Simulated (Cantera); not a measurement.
Input: 1 mol Si, 0.0062 mol O₂, 89 mol N₂, at 1.30 Pa.

Method: chemical equilibrium by Gibbs-energy minimisation in Cantera with the NASA 1993 tables (ideal gas, pure condensed phases). Candidate condensed phases: Si, SiO₂, Si₂N₂O, Si₃N₄; 16 gas species. N₂ is the only nitrogen source here; it is nearly inert below about 1500 K, so the nitride shown seldom forms there in practice. Mutual solubility and eutectic melting of coexisting phases are not modelled. The tables' values for SiN are old estimates; treat these amounts as uncertain. Rates play no part.

x: gas mole fraction; n: condensed amount in mol.

```csv
T (K),x N₂,x Si,x SiO,x Si₂N,n Si₂N₂O(s),n Si₃N₄(s),n Si(s)
1000,1.00,<1e-12,[?],<1e-12,0.0124,0.325,0
1100,1.00,3.21e-12,[?],<1e-12,0.0124,0.325,0
1200,1.000,1.80e-9,[?],<1e-12,0.0123,0.325,0
1300,1.000,3.78e-7,[?],6.03e-10,0.00528,0.327,0
1400,1.000,3.67e-5,0.000140,2.05e-7,0,0.328,0
1500,0.999,0.000810,0.000139,5.63e-6,0,0,0.914
1600,0.992,0.00750,0.000138,3.89e-5,0,0,0.301
1700,0.989,0.0109,0.000138,8.94e-6,0,0,0
1800,0.989,0.0109,0.000138,1.25e-6,0,0,0
1900,0.989,0.0110,0.000138,2.15e-7,0,0,0
2000,0.989,0.0110,0.000138,4.40e-8,0,0,0
2100,0.989,0.0110,0.000138,1.05e-8,0,0,0
```

### Question
Complete the blanks.

### Answer

- 1000, x SiO: 7.30e-12
- 1100, x SiO: 4.42e-9
- 1200, x SiO: 9.06e-7
- 1300, x SiO: 8.06e-5
